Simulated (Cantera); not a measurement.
Feed: 1 mol Cu2O, 7.3 mol CO, 1.6 mol H2, equilibrated at 1950 K and 470000 Pa.

These are equilibrium values from Cantera (NASA tables, ideal gas, pure condensed phases), not measurements of a reactor. The numbers say what is thermodynamically allowed, not how fast it happens.

| species | before | after |
|---|---|---|
| CO | 0.756 | 0.854 |
| CO2 | 0.0637 | 0.128 |
| H2 | 0.131 | 0.0105 |
| H2O | 0.0486 | 0.00692 |
| Cu | 0.000569 | 0.000569 |
| H | 0.000191 | 5.43e-5 |
| Cu(l), mol | 1.99 | 2.00 |
Gas species are given as mole fractions.

Question: What was changed between the two runs?
A) pressure from 470000 Pa to 18.0 Pa
B) H2 from 1.6 to 0.13 mol
C) temperature from 1950 K to 1425 K
D) pressure from 470000 Pa to 133 Pa

Answer: B, H2 from 1.6 to 0.13 mol
